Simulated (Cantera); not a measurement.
# Carbothermic reduction: CuO + CO + H2

Input: 1 mol CuO, 4.3 mol CO, 0.17 mol H2, at 100000 Pa.

Method: chemical equilibrium by Gibbs-energy minimisation in Cantera with the NASA 1993 tables (ideal gas, pure condensed phases). Candidate condensed phases: C, C6H6, C7H8, C8H18, Cu, CuO, Cu(OH)2, Cu2O, H2O; 113 gas species. Rates play no part.

From 1073 K to 1298 K the condensed part is Cu(s). From 1373 K to 2048 K the condensed part is Cu(l).

```csv
T (K),x CO,x CO2,x H2,x H2O,n Cu(s),n Cu(l)
1073,0.746,0.216,0.0300,0.00801,1.00,0
1148,0.748,0.214,0.0284,0.00961,1.00,0
1223,0.749,0.213,0.0269,0.0111,1.00,0
1298,0.751,0.211,0.0255,0.0126,1.000,0
1373,0.752,0.210,0.0242,0.0139,0,1.000
1448,0.753,0.209,0.0230,0.0151,0,1.000
1523,0.754,0.208,0.0219,0.0162,0,1.000
1598,0.755,0.207,0.0209,0.0171,0,1.000
1673,0.756,0.206,0.0200,0.0180,0,1.000
1748,0.757,0.205,0.0192,0.0188,0,0.999
1823,0.757,0.204,0.0185,0.0195,0,0.997
1898,0.757,0.203,0.0178,0.0201,0,0.993
1973,0.756,0.202,0.0172,0.0206,0,0.985
2048,0.754,0.201,0.0166,0.0210,0,0.970
```
x: gas mole fraction; n: condensed amount in mol.
